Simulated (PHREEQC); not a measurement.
Solution (25 °C): 0.0016 mol/kgw NH4HF2, 3.6e-05 mol/kgw (NH4)2SiF6 and 0.198 mol/kgw H3PO4. Closed to the air; pH follows from the charge balance.

Computed with PHREEQC (ion-association model, wateq4f.dat).

Q: The ionic strength comes out as 0.0396 mol/kgw. What activity coefficients do SiF6-2, H2PO4-, F-, HF2-, H+ get?

A: SiF6-2 0.49, H2PO4- 0.84, F- 0.83, HF2- 0.83, H+ 0.86.

Precipitation was switched off in this run. H3PO4, which wateq4f.dat lacks, is added to it with the constant of phreeqc.dat. SiF6-2 is the database's only silicon fluoride.
